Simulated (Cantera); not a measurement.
Cantera run, input and output.

```python
import numpy as np
import cantera as ct

gas = ct.Solution("gri30.yaml")
gas.TPX = 1723, 49000, {'CH4': 1, 'H2': 0.29, 'O2': 4.66, 'N2': 29.4}
reactor = ct.IdealGasConstPressureReactor(gas, energy="on", clone=False)
net = ct.ReactorNet([reactor])
net.rtol, net.atol = 1e-08, 1e-16
show = ['CH4', 'H2', 'O2', 'CH2CO', 'CH3']
times = np.geomspace(2e-06, 0.3, 15)

steps = ct.SolutionArray(gas, extra=["t"])
rows = []
print(f"{'t/s':>10s}{'T/K':>9s}{'P/Pa':>11s}" + "".join(f"{s:>11s}" for s in show))
for t in times:
    while net.time < t:
        t_next = net.step()
        steps.append(gas.state, t=t_next)
    rows.append([np.interp(t, steps.t, y) for y in (steps.T, steps.P, *steps(*show).X.T)])
    print(f"{t:10.3e}{rows[-1][0]:9.1f}{rows[-1][1]:11.4g}" + "".join(f"{x:11.3e}" for x in rows[-1][2:]))
rate = np.gradient(steps.T, steps.t)
print("integrator steps:", len(steps.t))
if steps.T.max() > steps.T[0] + 200:
    print(f"time of steepest temperature rise: {steps.t[rate.argmax()]:.4e} s")
gas.TPX = 1723, 49000, {'CH4': 1, 'H2': 0.29, 'O2': 4.66, 'N2': 29.4}
gas.equilibrate("HP")
print(f"equilibrium (HP): T = {gas.T:.1f} K  " + "  ".join(f"{s} {gas[s].X[0]:.3e}" for s in show))
```

It prints:

```
       t/s      T/K       P/Pa        CH4         H2         O2      CH2CO        CH3
 2.000e-06   1723.0    4.9e+04  2.829e-02  8.204e-03  1.318e-01  1.614e-19  7.596e-07
 4.685e-06   1723.0    4.9e+04  2.829e-02  8.204e-03  1.318e-01  3.722e-17  2.377e-06
 1.098e-05   1723.0    4.9e+04  2.828e-02  8.204e-03  1.318e-01  6.345e-15  7.531e-06
 2.572e-05   1722.9    4.9e+04  2.826e-02  8.203e-03  1.318e-01  8.043e-13  2.341e-05
 6.024e-05   1722.9    4.9e+04  2.819e-02  8.193e-03  1.318e-01  1.342e-10  8.506e-05
 1.411e-04   1723.9    4.9e+04  2.747e-02  8.109e-03  1.314e-01  1.056e-07  5.525e-04
 3.306e-04   2057.0    4.9e+04  2.862e-18  4.206e-03  7.029e-02  1.927e-18  5.767e-17
 7.746e-04   2164.5    4.9e+04  1.942e-19  3.165e-03  6.907e-02  1.552e-21  4.244e-18
 1.815e-03   2259.4    4.9e+04  5.481e-20  1.742e-03  6.954e-02  4.587e-22  8.846e-19
 4.251e-03   2311.6    4.9e+04  2.221e-20  9.193e-04  6.980e-02  1.056e-22  2.520e-19
 9.960e-03   2320.0    4.9e+04  1.805e-20  7.755e-04  6.965e-02  7.109e-23  1.868e-19
 2.333e-02   2318.3    4.9e+04  1.770e-20  7.690e-04  6.918e-02  6.885e-23  1.819e-19
 5.466e-02   2314.8    4.9e+04  1.710e-20  7.596e-04  6.825e-02  6.518e-23  1.737e-19
 1.281e-01   2309.7    4.9e+04  1.623e-20  7.461e-04  6.689e-02  5.996e-23  1.622e-19
 3.000e-01   2305.9    4.9e+04  1.561e-20  7.362e-04  6.590e-02  5.625e-23  1.541e-19
integrator steps: 1616
time of steepest temperature rise: 2.5591e-04 s
equilibrium (HP): T = 2305.2 K  CH4 2.379e-20  H2 7.343e-04  O2 6.570e-02  CH2CO 7.168e-23  CH3 2.343e-19
```

Cantera simulation using GRI-Mech 3.0 (53 species, 325 reactions); the numbers are that mechanism's predictions, not measurements.
